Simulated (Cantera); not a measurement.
A perfectly stirred reactor is fed with 23.3 % CH4, 76.7 % H2O, at 0.140 bar; it is held at 1648 K, and followed from long to short residence time.

Model: GRI-Mech 3.0 (53 species, 325 reactions), integrated in Cantera.

One state of this run: x CH4 = 0.152; x H2O = 0.715; x C2H6 = 0.000283; x CH2 = 4.61e-7; x O2 = 2.97e-9; x O = 2.18e-9; x HCO = 1.32e-8. x: mole fraction; the columns are a selection and need not sum to one.

### Question
Which value of τ (s) does it belong to?
(A) 0.78
(B) 1.8
(C) 0.15
(D) 0.029

### Answer
D, 0.029
